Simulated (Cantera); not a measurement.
An isothermal, constant-pressure homogeneous reactor starts with C₂H₄ : H₂ = 1 : 18 (molar parts), at 2023 K and 0.000168 atm. Integrator tolerance rtol = 1e-08.

Computed with Cantera and GRI-Mech 3.0 (53 species, 325 reactions). GRI-Mech 3.0 was tuned for natural gas; its chemistry of ethylene as a main component is partial and can be far from experiment. GRI-Mech 3.0 stops at C3 and has no aromatics, soot or wall deposition, so with more carbon than oxygen in the feed, carbon stays in small species such as C2H2 where larger ones or solid carbon would form. Radical loss at walls, strong at low pressure, is not modelled.

Task: What does this change do: pressure from 0.000168 atm to 0.0132 atm?

Result: 
| quantity | before | after |
|---|---|---|
| x(C₂H₄) at 1.00 s | 1.06e-5 (gas-phase equilibrium 3.83e-8) | 3.70e-6 (gas-phase equilibrium 3.64e-6) |
| x(H₂) at 1.00 s | 0.949 (gas-phase equilibrium 0.820) | 0.935 (gas-phase equilibrium 0.934) |
| x(CH₄) at 1.00 s | 5.27e-6 (gas-phase equilibrium 3.62e-7) | 2.58e-5 (gas-phase equilibrium 3.57e-5) |
| x(CH₂) at 1.00 s | 2.01e-10 (gas-phase equilibrium 2.45e-7) | 1.85e-7 (gas-phase equilibrium 2.70e-7) |
| x(C₂H₆) at 1.00 s | 1.55e-12 (gas-phase equilibrium <1e-12) | 1.24e-11 (gas-phase equilibrium 2.08e-11) |

Task: What does this change do: pressure from 0.000168 atm to 0.454 atm?

Result: 
| quantity | before | after |
|---|---|---|
| x(C₂H₄) at 1.00 s | 1.06e-5 (gas-phase equilibrium 3.83e-8) | 0.000126 (gas-phase equilibrium 0.000126) |
| x(H₂) at 1.00 s | 0.949 (gas-phase equilibrium 0.820) | 0.947 (gas-phase equilibrium 0.947) |
| x(CH₄) at 1.00 s | 5.27e-6 (gas-phase equilibrium 3.62e-7) | 0.00125 (gas-phase equilibrium 0.00125) |
| x(CH₂) at 1.00 s | 2.01e-10 (gas-phase equilibrium 2.45e-7) | 2.71e-7 (gas-phase equilibrium 2.71e-7) |
| x(C₂H₆) at 1.00 s | 1.55e-12 (gas-phase equilibrium <1e-12) | 2.53e-8 (gas-phase equilibrium 2.53e-8) |
